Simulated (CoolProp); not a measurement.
The fluid at 298.15 K and 22.3 MPa flows at 0.16 m/s in a round tube of 1 mm bore and 15 µm roughness, fully developed (64/Re and Nu = 3.66 if laminar; Colebrook and Gnielinski if turbulent). The same conditions are run with several fluids, on thermodynamics alone (safety and materials aside).

Model: reference Helmholtz-energy equation of state of each fluid (sulfur hexafluoride: Guder 2009; propane: Lemmon 2009; R142b: Lemmon 2006; water: Wagner 2002; c-C4F8 (RC318): Platzer 1990), in CoolProp. The equations of Platzer and Polt are older, rougher fits.

| fluid | Reynolds number | Darcy friction factor | pressure drop (Pa/m) | heat-transfer coefficient (W/(m² K)) | mass flow (kg/h) |
|---|---|---|---|---|---|
| sulfur hexafluoride | 1170 | 0.0549 | 1150 | 267 | 0.740 |
| propane | 648 | 0.0987 | 677 | 412 | 0.243 |
| R142b | 629 | 0.102 | 1530 | 340 | 0.530 |
| water | 181 | 0.353 | 4550 | 2260 | 0.455 |
| c-C4F8 (RC318) | 456 | 0.140 | 2890 | 281 | 0.727 |

Transport values come from each fluid's own correlations; those of R142b, c-C4F8 (RC318) are estimates that may be off by 10 % or more.
